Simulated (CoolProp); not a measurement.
Computed with CoolProp (reference Helmholtz-energy equation of state, Gao 2020).

### Question
Give the vapour pressure (MPa), enthalpy of vaporisation (kJ/kg), vapour Z, surface tension (mN/m) of saturated ammonia at 255.7, 285, 314.3 K.

### Answer
```csv
T (K),p (MPa),enthalpy of vaporisation (kJ/kg),vapour Z,surface tension (mN/m)
255.7,0.213,1320,0.956,30.4
285,0.655,1220,0.911,23.5
314.3,1.60,1090,0.843,16.8
```

Surface tension comes from a separate correlation (Mulero 2012).
